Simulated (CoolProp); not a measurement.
Vapour-liquid equilibrium of R22 (1) + R134a (2) at 16.65 °C; x and y are mole fractions of (1).

Values from CoolProp's multi-fluid Helmholtz-energy mixture model, Kamei 1995 and Tillner-Roth 1994; pair parameters Bell 2016.

```csv
x,"bubble pressure, mixture model (MPa)","bubble pressure, Raoult's law (MPa)","y, mixture model","y, Raoult's law"
0.05,0.5348,0.5304,0.080,0.078
0.15,0.5729,0.5617,0.222,0.221
0.25,0.6086,0.5930,0.344,0.349
0.35,0.6422,0.6243,0.453,0.464
0.45,0.6742,0.6556,0.552,0.568
0.55,0.7047,0.6869,0.642,0.663
0.65,0.7338,0.7182,0.728,0.749
0.75,0.7619,0.7495,0.808,0.828
0.85,0.7889,0.7808,0.886,0.901
0.95,0.8150,0.8121,0.962,0.968
```

The largest gap from Raoult's law is +2.9 % in bubble pressure, at x = 0.35. No azeotrope shows between x = 0.05 and 0.95.

Pair parameters are fitted to limited data, so mixtures are less certain than the pure fluids.
